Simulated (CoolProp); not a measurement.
R113 along the isobar 9.29 MPa: density (kg/m³) from the reference equation and from simpler models built on Tc = 214.1 °C, pc = 3.392 MPa, ω = 0.253; each cubic takes its own stable root.

The numbers come from the reference Helmholtz-energy equation of state, Marx 1992 in CoolProp.

| T (°C) | phase | reference |
|---|---|---|
| 1.65 | liquid | 1638 |
| 23.75 | liquid | 1590 |
| 45.85 | liquid | 1541 |
| 67.85 | liquid | 1491 |
| 89.95 | liquid | 1440 |
| 112.05 | liquid | 1386 |
| 134.15 | liquid | 1330 |
| 156.15 | liquid | 1269 |
| 178.25 | liquid | 1203 |
| 200.35 | liquid | 1131 |
| 222.35 | supercritical | 1049 |

How far does each simpler model (van der Waals, Redlich-Kwong, Soave-Redlich-Kwong, Peng-Robinson) lie from the reference over these 11 states: mean and median of the absolute difference, and the worst?


- van der Waals: mean 33.1 %, median 33.8 %, worst -36.9 % at 1.65 °C and 9.29 MPa
- Redlich-Kwong: mean 9.0 %, median 8.7 %, worst -9.8 % at 200.35 °C and 9.29 MPa
- Soave-Redlich-Kwong: mean 7.1 %, median 6.6 %, worst -10.2 % at 222.35 °C and 9.29 MPa
- Peng-Robinson: mean 4.4 %, median 5.2 %, worst +6.0 % at 67.85 °C and 9.29 MPa
